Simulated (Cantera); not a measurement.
A counterflow diffusion flame at 2.00 bar, nozzles 20 mm apart: fuel side 50.5 % CH4, 49.5 % N2 at 450 K, oxidiser side 20.0 % O2, 80.0 % N2 at 325 K, fuel mass flux 0.65 times the oxidiser's; mixture-averaged transport, no radiation.

Computed with Cantera and GRI-Mech 3.0 (53 species, 325 reactions). GRI-Mech 3.0 has no aromatics or soot, which form on the fuel side of real flames. The maximum strain rate includes the flame's own expansion and is several times the mean.

x: mole fraction; the columns are a selection and need not sum to one.

```tsv
oxidiser flux (kg/m²/s)	max strain (1/s)	mean strain (1/s)	T max (K)	peak x OH	peak x H	peak x NO	peak x CO	peak x C2H2
0.5	118	25.6	1975	0.00397	0.00144	0.000152	0.0291	0.00574
0.71	161	36.3	1963	0.00402	0.00152	0.000138	0.0291	0.00504
1	___	51.1	1948	0.00404	0.00159	___	0.0292	___
1.4	301	71.6	1933	0.00402	0.00165	0.000104	0.0294	0.00390
2	422	102	1913	0.00394	0.00170	8.32e-5	0.0298	0.00335
2.9	___	148	1885	0.00375	0.00170	___	0.0303	___
4.1	833	210	1845	0.00338	0.00160	3.61e-5	0.0308	0.00204
```

Some entries are withheld; supply them.


- 1, max strain (1/s): 220
- 1, peak x NO: 0.000122
- 1, peak x C2H2: 0.00444
- 2.9, max strain (1/s): 601
- 2.9, peak x NO: 5.94e-5
- 2.9, peak x C2H2: 0.00274
